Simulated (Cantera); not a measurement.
Feed: 1 mol SiCl4, 1.8 mol CH4, 1.1 mol H2, held at 1298 K and 4.00 mbar.

Cantera equilibrium calculation (NASA polynomials, part measured and part estimated; ideal gas, pure solids and liquids). Candidate condensed phases: C, C6H6, C7H8, C8H18, Si, SiC; 109 gas species. The tables' values for SiCl3 are old estimates; treat these amounts as uncertain. The numbers say what is thermodynamically allowed, not how fast it happens.

Base state: HCl 0.541, H2 0.439, SiCl4 0.0106, SiCl2 0.00520, SiCl3 0.00303, SiHCl3 0.000387, Cl 1.17e-5, H 1.12e-5 (mole fractions); condensed: C(graphite) + SiC(s).

Q: What changes in the equilibrium state with this change: H2 from 1.1 to 18 mol?

A: 
| species | before | after |
|---|---|---|
| H2 | 0.439 | 0.831 |
| HCl | 0.541 | 0.169 |
| SiCl2 | 0.00520 | 0.000267 |
| SiCl4 | 0.0106 | 2.79e-5 |
| SiCl3 | 0.00303 | 3.53e-5 |
| SiHCl3 | 0.000387 | 6.20e-6 |
| Cl | 1.17e-5 | 2.65e-6 |
| CH4 | 6.15e-6 | 2.20e-5 |
| C(graphite), mol | 0.927 | 0.807 |
| SiC(s), mol | 0.873 | 0.992 |

Q: What changes in the equilibrium state with this change: temperature from 1298 K to 1723.15 K?

A: 
```csv
species,before,after
HCl,0.541,0.520
H2,0.439,0.440
SiCl2,0.00520,0.0354
SiCl4,0.0106,8.43e-5
SiCl,8.18e-9,2.84e-5
H,1.12e-5,0.00192
"C(graphite), mol",0.927,1.05
"SiC(s), mol",0.873,0.753
```
The tables' values for SiCl3, SiCl are old estimates; treat these amounts as uncertain.
